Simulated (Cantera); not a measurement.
A closed system holds: 1 mol NH₃, 0.19 mol O₂, held at 3175 K.

Equilibrium computed with Cantera from the NASA thermochemical tables; the gas is ideal and each condensed phase is pure. Candidate condensed phases: H₂O; 24 gas species. The numbers say what is thermodynamically allowed, not how fast it happens.

Problem. At 2.10 bar, list the 4 most abundant gas species with their mole fractions, and the condensed phases.

Solution. H₂ 0.469, N₂ 0.231, H₂O 0.156, H 0.124. Condensed: gas only.
